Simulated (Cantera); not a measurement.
Input: 1 mol SiH2Cl2, 0.015 mol Cl2, 120 mol N2, at 17000 Pa.

These are equilibrium values from Cantera (NASA tables, ideal gas, pure condensed phases), not measurements of a reactor. Candidate condensed phases: NH4Cl, Si, Si3N4; 28 gas species. N2 is the only nitrogen source here; it is nearly inert below about 1500 K, so the nitride shown seldom forms there in practice. Equilibrium is a limit: real reactors are often held back by kinetics, nucleation or transport. All values below are at 1100 K.

Base state: N2 0.984, HCl 0.0128, H2 0.00182, SiCl4 0.000966 (mole fractions); condensed: Si3N4(s).

**Question.** What changes in the equilibrium state with this change: Cl2 from 0.015 to 0.33 mol?

**Answer.** 
```
species          before    after
-------------  --------  -------
N2                0.984    0.983
HCl              0.0128   0.0136
SiCl4          0.000966  0.00205
SiCl3           6.41e-6  1.13e-5
H2              0.00182  0.00141
Si3N4(s), mol     0.294    0.250
```
The tables' values for SiCl3 are old estimates; treat these amounts as uncertain.
